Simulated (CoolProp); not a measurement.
The fluid at 293.15 K and 6.64 MPa is throttled through a valve to 2.32 MPa with no heat exchange. The same conditions are run with several fluids, on thermodynamics alone (safety and materials aside).

Computed with CoolProp (reference Helmholtz-energy equation of state of each fluid (ethylene: Smukala 2000; carbon monoxide: Lemmon 2006; oxygen: Schmidt 1985; nitrogen: Span 2000; methane: Setzmann 1991)).

Q: Rank ethylene, carbon monoxide, oxygen, nitrogen, methane by temperature change (K), highest first.

A: nitrogen (-8.4), carbon monoxide (-9.8), oxygen (-11.3), methane (-19.4), ethylene (-43.3)

```json
[
 {"fluid": "ethylene", "final phase": "two-phase, vapour fraction 0.598", "final density (kg/m³)": "69.9"},
 {"fluid": "carbon monoxide", "final phase": "gas", "final density (kg/m³)": "27.9"},
 {"fluid": "oxygen", "final phase": "gas", "final density (kg/m³)": "32.3"},
 {"fluid": "nitrogen", "final phase": "gas", "final density (kg/m³)": "27.6"},
 {"fluid": "methane", "final phase": "gas", "final density (kg/m³)": "17.3"}
]
```
